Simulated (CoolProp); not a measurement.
Properties of propyne along the isobar 2090 kPa (Tc = 129.6 °C, pc = 5658 kPa, ω = 0.204).

The numbers come from the reference Helmholtz-energy equation of state, Polt 1992 in CoolProp. This equation is an older, rougher fit.

| T (°C) | phase | cv (kJ/(kg K)) | Joule-Thomson coefficient (K/MPa) |
|---|---|---|---|
| 121.25 | gas | 1.712 | 11.16 |
| 127.35 | gas | 1.716 | 10.50 |
| 133.55 | gas | 1.722 | 9.904 |
| 139.65 | gas | 1.729 | 9.369 |
| 145.75 | gas | … | … |
| 151.85 | gas | 1.746 | … |
| 157.95 | gas | 1.756 | 8.028 |
| 164.15 | gas | 1.766 | 7.646 |
| 170.25 | gas | 1.777 | 7.299 |
| 176.35 | gas | 1.789 | 6.977 |
| 182.45 | gas | 1.800 | 6.678 |
| 188.65 | gas | … | 6.395 |
| 194.75 | gas | 1.825 | 6.135 |
| 200.85 | gas | 1.837 | 5.891 |

Q: Fill in the missing entries.

A: 
- 145.75, cv (kJ/(kg K)): 1.737
- 145.75, Joule-Thomson coefficient (K/MPa): 8.882
- 151.85, Joule-Thomson coefficient (K/MPa): 8.437
- 188.65, cv (kJ/(kg K)): 1.812
